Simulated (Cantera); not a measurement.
## Catalytic combustion on Pt

An isothermal plug-flow reactor at 1000 K and 0.550 bar (inlet), inlet velocity 3.8 m/s, active area per volume 1500 1/m; feed CO : O2 : N2 : H2O = 0.0072 : 0.068 : 0.79 : 0.039 (molar parts), equivalence ratio 0.053.

Computed with Cantera and Deutschmann's 1995 Pt surface mechanism with GRI-Mech 3.0 gas chemistry. Catalytic surfaces can have several steady states; this one follows from the mechanism file's or the stated starting coverage. Mass transfer to the wall is taken as infinitely fast.

| z (m) | x CO | x O2 | x H2O | x CO2 | θ free Pt | θ O* | θ OH* | θ CO* |
|---|---|---|---|---|---|---|---|---|
| 3.5e-05 | 0.00274 | 0.0728 | 0.0432 | 0.00524 | 0.316 | 0.680 | 0.00322 | 0.00100 |
| 7.6e-05 | 0.00172 | 0.0723 | 0.0433 | 0.00627 | 0.279 | 0.718 | 0.00311 | 0.000465 |
| 0.00016 | 0.000779 | 0.0719 | 0.0433 | 0.00721 | 0.258 | 0.738 | 0.00303 | 0.000176 |
| 0.00035 | 0.000157 | 0.0716 | 0.0433 | 0.00784 | 0.248 | 0.749 | 0.00300 | 3.23e-5 |
| 0.00076 | 5.65e-6 | 0.0715 | 0.0433 | 0.00799 | 0.246 | 0.751 | 0.00299 | 1.14e-6 |
| 0.0016 | 6.48e-9 | 0.0715 | 0.0433 | 0.00799 | 0.246 | 0.751 | 0.00299 | 1.31e-9 |
| 0.0035 | <1e-12 | 0.0715 | 0.0433 | 0.00799 | 0.246 | 0.751 | 0.00299 | <1e-12 |
x: gas mole fraction; θ: surface coverage.
